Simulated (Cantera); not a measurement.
Input: 1 mol PH3, 0.18 mol H2, 0.026 mol O2, held at 3300 K and 133 Pa.

Cantera equilibrium calculation (NASA polynomials, part measured and part estimated; ideal gas, pure solids and liquids). Gases not in the tables: HPO2, HPO3 and P4O6. Equilibrium is a limit: real reactors are often held back by kinetics, nucleation or transport.

| species | before | after |
|---|---|---|
| H | 0.761 | 0.752 |
| P | 0.219 | 0.207 |
| H2 | 0.00578 | 0.0193 |
| PO | 0.00601 | 0.0101 |
| P2 | 0.00260 | 0.00900 |
| O | 0.00586 | 0.00203 |
| PH | 0.000116 | 0.000252 |
| OH | 7.51e-5 | 8.59e-5 |
Gas species are given as mole fractions.

Question: What was changed between the two runs?
A. temperature from 3300 K to 3075 K
B. temperature from 3300 K to 1750 K
C. pressure from 133 Pa to 1330 Pa
D. pressure from 133 Pa to 3700 Pa

Answer: A, temperature from 3300 K to 3075 K
